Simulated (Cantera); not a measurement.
A Cantera script and its output.

```python
import numpy as np
import cantera as ct

gas = ct.Solution("gri30.yaml")
gas.TPX = 1175, 3800, {'N2O': 1, 'N2': 1.2}
reactor = ct.IdealGasConstPressureReactor(gas, energy="off", clone=False)
net = ct.ReactorNet([reactor])
net.rtol, net.atol = 1e-08, 1e-18
show = ['N2O', 'N2', 'NO', 'O2', 'NO2', 'O']
times = np.geomspace(2e-05, 50, 15)

steps = ct.SolutionArray(gas, extra=["t"])
rows = []
print(f"{'t/s':>10s}{'T/K':>9s}{'P/Pa':>11s}" + "".join(f"{s:>11s}" for s in show))
for t in times:
    while net.time < t:
        t_next = net.step()
        steps.append(gas.state, t=t_next)
    rows.append([np.interp(t, steps.t, y) for y in (steps.T, steps.P, *steps(*show).X.T)])
    print(f"{t:10.3e}{rows[-1][0]:9.1f}{rows[-1][1]:11.4g}" + "".join(f"{x:11.3e}" for x in rows[-1][2:]))
rate = np.gradient(steps.T, steps.t)
print("integrator steps:", len(steps.t))
if steps.T.max() > steps.T[0] + 200:
    print(f"time of steepest temperature rise: {steps.t[rate.argmax()]:.4e} s")
gas.TPX = 1175, 3800, {'N2O': 1, 'N2': 1.2}
gas.equilibrate("TP")
print(f"equilibrium (TP): T = {gas.T:.1f} K  " + "  ".join(f"{s} {gas[s].X[0]:.3e}" for s in show))
```

It prints:

```
       t/s      T/K       P/Pa        N2O         N2         NO         O2        NO2          O
 2.000e-05   1175.0       3800  4.545e-01  5.455e-01  3.281e-10  1.563e-09  8.116e-20  6.386e-08
 5.728e-05   1175.0       3800  4.545e-01  5.455e-01  2.606e-09  1.241e-08  5.131e-18  1.741e-07
 1.641e-04   1175.0       3800  4.545e-01  5.455e-01  1.948e-08  9.278e-08  2.839e-16  4.355e-07
 4.699e-04   1175.0       3800  4.545e-01  5.455e-01  1.260e-07  5.999e-07  1.177e-14  8.780e-07
 1.346e-03   1175.0       3800  4.545e-01  5.455e-01  6.115e-07  2.913e-06  2.772e-13  1.195e-06
 3.855e-03   1175.0       3800  4.545e-01  5.455e-01  2.168e-06  1.033e-05  3.479e-12  1.229e-06
 1.104e-02   1175.0       3800  4.545e-01  5.455e-01  6.645e-06  3.165e-05  3.258e-11  1.229e-06
 3.162e-02   1175.0       3800  4.543e-01  5.456e-01  1.946e-05  9.270e-05  2.752e-10  1.229e-06
 9.057e-02   1175.0       3800  4.538e-01  5.459e-01  5.614e-05  2.674e-04  2.203e-09  1.229e-06
 2.594e-01   1175.0       3800  4.525e-01  5.466e-01  1.609e-04  7.666e-04  1.626e-08  1.229e-06
 7.430e-01   1175.0       3800  4.486e-01  5.487e-01  4.590e-04  2.187e-03  1.006e-07  1.228e-06
 2.128e+00   1175.0       3800  4.378e-01  5.547e-01  1.296e-03  6.175e-03  4.521e-07  1.228e-06
 6.095e+00   1175.0       3800  4.085e-01  5.710e-01  3.562e-03  1.698e-02  1.493e-06  1.226e-06
 1.746e+01   1175.0       3800  3.365e-01  6.109e-01  9.121e-03  4.354e-02  4.156e-06  1.220e-06
 5.000e+01   1175.0       3800  1.987e-01  6.872e-01  1.970e-02  9.438e-02  9.658e-06  1.198e-06
integrator steps: 618
equilibrium (TP): T = 1175.0 K  N2O 2.179e-09  N2 8.147e-01  NO 1.545e-04  O2 1.851e-01  NO2 5.384e-07  O 3.244e-08
```

Computed with Cantera and GRI-Mech 3.0 (53 species, 325 reactions). GRI-Mech 3.0 was tuned for natural gas; its chemistry of N2O as a main component is partial and can be far from experiment. Radical loss at walls, strong at low pressure, is not modelled. The mechanism lacks the step 2 NO + O2 → 2 NO2, which can matter for NO2 below about 1400 K. The temperature is held fixed by assumption; the heat of reaction is taken as removed at once.
